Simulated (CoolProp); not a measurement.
Vapour-liquid equilibrium of propane (1) + c-C4F8 (RC318) (2) at 0.238 MPa; x and y are mole fractions of (1).

Computed with CoolProp (multi-fluid Helmholtz-energy mixture model, Lemmon 2009 and Platzer 1990; pair parameters Bell 2016). This equation is an older, rougher fit; its heat capacities, sound speeds and derivatives of the liquid may be far off and weren't checked against measurements.

```
x     bubble temperature (K)  y at the bubble point  dew temperature at overall composition x (K)  liquid density (mol/L)
----  ----------------------  ---------------------  --------------------------------------------  ----------------------
0.05                   281.1                  0.286                                         288.5                   7.932
0.2                    264.4                  0.666                                         283.9                   8.628
0.35                   257.8                  0.774                                         278.8                   9.207
0.5                    255.2                  0.814                                         272.8                   9.789
0.65                   254.0                  0.840                                         265.4                   10.45
0.8                    253.0                  0.874                                         256.1                   11.25
0.95                   252.3                  0.951                                         252.3                   12.23
```

No azeotrope shows between x = 0.05 and 0.95.

The pair parameters rest on a limited set of measurements; away from them the model extrapolates. With so large a gap from Raoult's law the liquid may split in two, which this calculation doesn't test in full.
